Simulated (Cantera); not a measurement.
Feed: 1 mol C, 0.034 mol NH3, 58 mol H2, at 13500 Torr.

These are equilibrium values from Cantera (NASA tables, ideal gas, pure condensed phases), not measurements of a reactor. Candidate condensed phases: C, C6H6, C7H8, C8H18; 92 gas species. Kinetics and transport are ignored.

Task: At 2348 K, list the 4 most abundant gas species with their mole fractions, and the condensed phases.

Result: H2 0.987, C2H2 (acetylene) 0.00540, CH4 0.00343, H 0.00289. Condensed: C(graphite).
